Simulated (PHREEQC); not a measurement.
1 kg of water holding 0.18 mol K2SO4 and 0.26 mol Na2SO4 is evaporated at 25 °C; the solids stay in contact with the brine. CO2 from the air is kept out. Solids allowed: Arcanite, Glaserite, Mirabilite, Misenite, Thenardite. Others were left out.

Computed with PHREEQC (Pitzer model, pitzer.dat).

Q: Predict ionic strength at water left (kg) = 1, 0.5552, 0.2533, 0.1711, 0.06893.

A: 
```tsv
water left (kg)	ionic strength
1	1.32
0.5552	2.38
0.2533	4.91
0.1711	5.89
0.06893	8.60
```

Complexes and solids missing from the database can't appear.
